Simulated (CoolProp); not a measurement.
Computed with CoolProp (reference Helmholtz-energy equation of state, Thol 2016).

**Question.** Give the vapour pressure (bar), liquid density (kg/m³), enthalpy of vaporisation (kJ/kg), liquid cp (kJ/(kg K)) of saturated hexamethyldisiloxane (MM) at 153.95 °C.

**Answer.** 
| T (°C) | p (bar) | liquid density (kg/m³) | enthalpy of vaporisation (kJ/kg) | liquid cp (kJ/(kg K)) |
|---|---|---|---|---|
| 153.95 | 3.82 | 604 | 161 | 2.30 |
